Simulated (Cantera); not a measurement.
A closed system holds: 1 mol SiCl4, 0.019 mol HCl, 670 mol H2, 0.081 mol Cl2, at 925 K.

Cantera equilibrium calculation (NASA polynomials, part measured and part estimated; ideal gas, pure solids and liquids). Candidate condensed phases: Si; 19 gas species. The tables' values for SiCl3 are old estimates; treat these amounts as uncertain. Equilibrium is a limit: real reactors are often held back by kinetics, nucleation or transport.

### Question
At 77.0 mbar, list the 6 most abundant gas species with their mole fractions, and the condensed phases.

### Answer
H2 0.996, HCl 0.00290, SiHCl3 0.000505, SiCl4 0.000406, SiH2Cl2 6.18e-5, SiCl2 1.22e-5. Condensed: Si(s).
